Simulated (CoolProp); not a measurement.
Computed with CoolProp (reference Helmholtz-energy equation of state, Span 1996).

Q: For carbon dioxide, give the phase and the cp (kJ/(kg K)), cv (kJ/(kg K)), Joule-Thomson coefficient (K/MPa) at 267.9 K and 0.122 MPa.

A: 
- 267.9 K and 0.122 MPa: gas; cp 0.824, cv 0.627, Joule-Thomson coefficient 14.4
